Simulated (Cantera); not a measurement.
**Equilibrium for silicon carbide growth: Si(CH₃)₄ + C₂H₂ + H₂**

Input: 1 mol Si(CH₃)₄, 0.0051 mol C₂H₂, 1500 mol H₂, equilibrated at 34.5 Torr.

Cantera equilibrium calculation (NASA polynomials, part measured and part estimated; ideal gas, pure solids and liquids). Candidate condensed phases: C, C₆H₆, C₇H₈, C₈H₁₈, Si, SiC; 87 gas species. Gases not in the tables: Si₂H₆ and higher silanes. Kinetics and transport are ignored.

```tsv
T (K)	x H₂	x H	x C₂H₂ (acetylene)	x Si	x CH₄	x SiH	x SiC₂	n C(graphite)	n SiC(s)
1275	1.000	3.44e-6	3.84e-7	1.09e-12	0.000426	2.22e-12	<1e-12	2.37	1.00
1350	1.000	1.11e-5	1.24e-6	1.65e-11	0.000265	2.25e-11	<1e-12	2.61	1.000
1425	1.000	3.18e-5	3.52e-6	1.87e-10	0.000173	1.79e-10	<1e-12	2.74	1.000
1500	1.000	8.21e-5	9.02e-6	1.67e-9	0.000118	1.15e-9	2.91e-12	2.80	1.000
1575	1.000	0.000194	2.11e-5	1.20e-8	8.36e-5	6.16e-9	3.87e-11	2.82	1.000
1650	0.999	0.000423	4.56e-5	7.23e-8	6.11e-5	2.83e-8	4.04e-10	2.78	1.000
1725	0.999	0.000866	9.20e-5	3.72e-7	4.59e-5	1.14e-7	3.43e-9	2.66	0.999
1800	0.998	0.00167	0.000175	1.66e-6	3.53e-5	4.06e-7	2.42e-8	2.43	0.996
1875	0.997	0.00305	0.000316	6.59e-6	2.77e-5	1.31e-6	1.46e-7	2.03	0.985
1950	0.994	0.00533	0.000543	2.35e-5	2.21e-5	3.84e-6	7.65e-7	1.38	0.951
2025	0.990	0.00893	0.000896	7.60e-5	1.79e-5	1.04e-5	3.53e-6	0.404	0.846
2100	0.984	0.0144	0.00113	0.000254	1.31e-5	2.93e-5	1.30e-5	0	0.495
2175	0.976	0.0225	0.00127	0.000520	9.29e-6	5.12e-5	2.65e-5	0	0
2250	0.964	0.0340	0.00127	0.000548	6.35e-6	4.65e-5	2.50e-5	0	0
```
x: gas mole fraction; n: condensed amount in mol.

From 1275 K to 2025 K the condensed part is C(graphite) + SiC(s). At 2100 K the condensed part is SiC(s). From 2175 K to 2250 K nothing is condensed.
